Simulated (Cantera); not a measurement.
Ignition delay

Mixture: 10.4 % CH4, 18.8 % O2, 70.8 % N2, at 0.800 bar, adiabatic and at constant pressure. Ignition delay is the time to a rise of 400 K.

Detailed kinetics in Cantera: GRI-Mech 3.0 (53 species, 325 reactions).

```tsv
T0 (K)	delay (ms)
1173	86.8
1223	42.0
1273	21.1
1323	10.9
1373	5.89
1423	3.28
1473	1.90
1523	1.15
```

```
Property                                                Result
--------------------------------------------------  ----------
apparent activation energy between 1423 and 1523 K  190 kJ/mol
```
